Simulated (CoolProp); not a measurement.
A simple Rankine cycle with dimethyl ether: condensing at 328.15 K, boiler at 3.49 MPa, turbine inlet 391.3 K, turbine efficiency 0.75, pump efficiency 0.8, no recuperator. Each further row changes one setting.

Model: reference Helmholtz-energy equation of state, Wu 2011, in CoolProp.

```json
[
 {"case": "as stated", "thermal efficiency (%)": "7.9", "net work (kJ/kg)": "32.2", "heat in (kJ/kg)": "409", "turbine exit temperature (K)": "341.8", "volume ratio over the turbine": "2.91"},
 {"case": "turbine inlet 411.3 K", "thermal efficiency (%)": "8.1", "net work (kJ/kg)": "37.3", "heat in (kJ/kg)": "459", "turbine exit temperature (K)": "365.5", "volume ratio over the turbine": "2.80"},
 {"case": "condensing temperature 320.15 K", "thermal efficiency (%)": "9.1", "net work (kJ/kg)": "39.1", "heat in (kJ/kg)": "430", "turbine exit temperature (K)": "334.0", "volume ratio over the turbine": "3.53"},
 {"case": "boiler pressure 2.44 MPa", "thermal efficiency (%)": "5.5", "net work (kJ/kg)": "24.5", "heat in (kJ/kg)": "443", "turbine exit temperature (K)": "363.4", "volume ratio over the turbine": "1.92"},
 {"case": "turbine efficiency 0.65", "thermal efficiency (%)": "6.7", "net work (kJ/kg)": "27.3", "heat in (kJ/kg)": "409", "turbine exit temperature (K)": "344.3", "volume ratio over the turbine": "2.95"}
]
```
